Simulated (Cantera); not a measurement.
Feed: 1 mol CCl₄, 0.82 mol H₂, at 0.0410 bar.

These are equilibrium values from Cantera (NASA tables, ideal gas, pure condensed phases), not measurements of a reactor. Candidate condensed phases: C, C₆H₆, C₇H₈, C₈H₁₈; 91 gas species. The numbers say what is thermodynamically allowed, not how fast it happens.

Question: At 1548 K, list the 3 most abundant gas species with their mole fractions, and the condensed phases.

Answer: HCl 0.522, Cl₂ 0.272, Cl 0.206. Condensed: C(graphite).
